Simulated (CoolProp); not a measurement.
R143a along the isobar 4.4 MPa: Z from the reference equation and from simpler models built on Tc = 72.7 °C, pc = 3.762 MPa, ω = 0.261; each cubic takes its own stable root.

Computed with CoolProp (reference Helmholtz-energy equation of state, Lemmon and Jacobsen 2000).

| T (°C) | phase | reference |
|---|---|---|
| -98.45 | liquid | 0.1951 |
| -80.95 | liquid | 0.1833 |
| -63.45 | liquid | 0.1740 |
| -46.05 | liquid | 0.1667 |
| -28.55 | liquid | 0.1613 |
| -11.05 | liquid | 0.1574 |
| 6.45 | liquid | 0.1554 |
| 23.95 | liquid | 0.1555 |
| 41.35 | liquid | 0.1588 |
| 58.85 | liquid | 0.1685 |
| 76.35 | supercritical | 0.2105 |
| 93.85 | supercritical | 0.5329 |
| 111.25 | supercritical | 0.6472 |
| 128.75 | supercritical | 0.7178 |
| 146.25 | supercritical | 0.7685 |
| 163.75 | supercritical | 0.8072 |

Q: How far does each simpler model (van der Waals, Redlich-Kwong, Soave-Redlich-Kwong, Peng-Robinson) lie from the reference over these 16 states: mean and median of the absolute difference, and the worst?

A: 
- van der Waals: mean 50.0 %, median 70.0 %, worst +78.7 % at -98.45 °C and 4.4 MPa
- Redlich-Kwong: mean 17.1 %, median 21.4 %, worst +31.3 % at 76.35 °C and 4.4 MPa
- Soave-Redlich-Kwong: mean 15.9 %, median 17.9 %, worst +34.5 % at 76.35 °C and 4.4 MPa
- Peng-Robinson: mean 5.4 %, median 4.5 %, worst +23.0 % at 76.35 °C and 4.4 MPa
